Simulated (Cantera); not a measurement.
Input: 1 mol TiCl₄, 0.26 mol O₂, at 15.0 mbar.

Method: chemical equilibrium by Gibbs-energy minimisation in Cantera with the NASA 1993 tables (ideal gas, pure condensed phases). Candidate condensed phases: Ti, TiCl₂, TiCl₃, TiCl₄, TiO, TiO₂, Ti₂O₃, Ti₃O₅, Ti₄O₇; 15 gas species. Condensed phases not in the tables: TiOCl. The numbers say what is thermodynamically allowed, not how fast it happens.

x: gas mole fraction; n: condensed amount in mol.

```tsv
T (K)	x TiCl₄	x Cl₂	x Cl	x TiCl₃	x TiOCl₂	n TiO₂(rutile)
675	0.587	0.413	1.58e-6	<1e-12	<1e-12	0.260
775	0.587	0.413	2.69e-5	?	<1e-12	0.260
875	0.587	0.413	0.000242	?	2.73e-12	0.260
975	0.587	0.412	0.00139	?	1.98e-10	0.260
1075	0.586	0.409	0.00576	?	6.38e-9	0.260
1175	0.582	0.399	0.0187	?	1.13e-7	0.260
1275	0.573	0.378	0.0496	?	1.25e-6	0.260
1375	0.555	0.335	0.110	?	9.65e-6	0.260
1475	0.526	0.266	0.207	?	5.53e-5	0.260
1575	0.489	0.181	0.328	?	0.000250	0.260
```

Question: Fill in the missing entries.

Answer: 
- 775, x TiCl₃: 3.56e-11
- 875, x TiCl₃: 1.83e-9
- 975, x TiCl₃: 4.17e-8
- 1075, x TiCl₃: 5.31e-7
- 1175, x TiCl₃: 4.39e-6
- 1275, x TiCl₃: 2.62e-5
- 1375, x TiCl₃: 0.000122
- 1475, x TiCl₃: 0.000481
- 1575, x TiCl₃: 0.00169
